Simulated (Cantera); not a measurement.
Input (Python, Cantera):

```python
import numpy as np
import cantera as ct

gas = ct.Solution("gri30.yaml")
gas.TPX = 1125, 500000, {'CO': 1, 'H2': 0.2, 'CH4': 0.11, 'O2': 1.67, 'N2': 7.53}
reactor = ct.IdealGasReactor(gas, energy="on", clone=False)
net = ct.ReactorNet([reactor])
net.rtol, net.atol = 1e-08, 1e-16
show = ['CO', 'H2', 'CH4', 'C2H4', 'NO', 'CH2O']
times = np.geomspace(1e-06, 4, 15)

steps = ct.SolutionArray(gas, extra=["t"])
rows = []
print(f"{'t/s':>10s}{'T/K':>9s}{'P/Pa':>11s}" + "".join(f"{s:>11s}" for s in show))
for t in times:
    while net.time < t:
        t_next = net.step()
        steps.append(gas.state, t=t_next)
    rows.append([np.interp(t, steps.t, y) for y in (steps.T, steps.P, *steps(*show).X.T)])
    print(f"{t:10.3e}{rows[-1][0]:9.1f}{rows[-1][1]:11.4g}" + "".join(f"{x:11.3e}" for x in rows[-1][2:]))
rate = np.gradient(steps.T, steps.t)
print("integrator steps:", len(steps.t))
if steps.T.max() > steps.T[0] + 200:
    print(f"time of steepest temperature rise: {steps.t[rate.argmax()]:.4e} s")
gas.TPX = 1125, 500000, {'CO': 1, 'H2': 0.2, 'CH4': 0.11, 'O2': 1.67, 'N2': 7.53}
gas.equilibrate("UV")
print(f"equilibrium (UV): T = {gas.T:.1f} K  " + "  ".join(f"{s} {gas[s].X[0]:.3e}" for s in show))
```

It prints:

```
       t/s      T/K       P/Pa         CO         H2        CH4       C2H4         NO       CH2O
 1.000e-06   1125.0      5e+05  9.515e-02  1.903e-02  1.047e-02  4.473e-20  7.059e-21  3.568e-13
 2.962e-06   1125.0      5e+05  9.515e-02  1.903e-02  1.047e-02  1.273e-17  6.540e-20  7.140e-12
 8.773e-06   1125.0      5e+05  9.515e-02  1.903e-02  1.047e-02  2.049e-15  5.262e-19  1.259e-10
 2.599e-05   1125.0      5e+05  9.515e-02  1.903e-02  1.047e-02  1.576e-13  4.182e-18  1.819e-09
 7.697e-05   1125.0      5e+05  9.515e-02  1.903e-02  1.047e-02  1.726e-11  1.170e-16  3.705e-08
 2.280e-04   1130.1  5.021e+05  9.499e-02  1.879e-02  1.030e-02  4.930e-07  7.112e-12  9.328e-05
 6.752e-04   2440.0  1.026e+06  3.102e-03  1.913e-04  1.776e-19  4.165e-29  5.291e-04  2.437e-12
 2.000e-03   2435.5  1.024e+06  3.046e-03  1.883e-04  1.688e-19  3.784e-29  2.454e-03  2.352e-12
 5.924e-03   2425.9   1.02e+06  2.931e-03  1.822e-04  1.510e-19  3.075e-29  6.495e-03  2.181e-12
 1.755e-02   2415.6  1.015e+06  2.812e-03  1.758e-04  1.334e-19  2.445e-29  1.084e-02  2.010e-12
 5.197e-02   2413.2  1.014e+06  2.784e-03  1.743e-04  1.295e-19  2.314e-29  1.186e-02  1.971e-12
 1.539e-01   2413.2  1.014e+06  2.784e-03  1.743e-04  1.295e-19  2.313e-29  1.187e-02  1.970e-12
 4.559e-01   2413.2  1.014e+06  2.784e-03  1.743e-04  1.295e-19  2.313e-29  1.187e-02  1.970e-12
 1.350e+00   2413.2  1.014e+06  2.784e-03  1.743e-04  1.295e-19  2.313e-29  1.187e-02  1.970e-12
 4.000e+00   2413.2  1.014e+06  2.784e-03  1.743e-04  1.295e-19  2.313e-29  1.187e-02  1.970e-12
integrator steps: 1750
time of steepest temperature rise: 3.7861e-04 s
equilibrium (UV): T = 2413.2 K  CO 2.784e-03  H2 1.743e-04  CH4 1.944e-19  C2H4 3.020e-29  NO 1.187e-02  CH2O 1.970e-12
```

Cantera simulation using GRI-Mech 3.0 (53 species, 325 reactions); the numbers are that mechanism's predictions, not measurements.
